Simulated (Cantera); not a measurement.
Standard-state values (1 bar) from the NASA 1993 polynomials, evaluated with Cantera. Values are per mole of reaction as written; species without (g) are pure solids or liquids, kept so even where they would boil at 1 bar.

Task: Between 300 and 1123 K, where is each reaction favourable under standard conditions?
- 6 HCl(g) + N2(g) = 6 Cl(g) + 2 NH3(g)

Result: 
- 6 HCl(g) + N2(g) = 6 Cl(g) + 2 NH3(g): ΔG° is 1171 kJ at 300 K and 1110 kJ at 1123 K; it stays positive (K < 1). ΔH° is 1205 kJ and ΔS° 84 J/K at 1123 K.
